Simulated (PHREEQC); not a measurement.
**Hard or scaling water: an equilibrium model**

Solution (25 °C): 0.0089 mol CaSO4 and 0.063 mol KCl per kg of water. Closed to the air; pH follows from the charge balance.

All values are PHREEQC results (ion-association model, phreeqc.dat), not measurements.

Precipitation was switched off in this run.

Q: What ionic strength, density does the model give?

A: ionic strength 0.0912 mol/kgw; density 1.001 g/cm³.

Q: In which forms is K present?

A: K+ 98 %, KSO4- 1.7 % of the K.
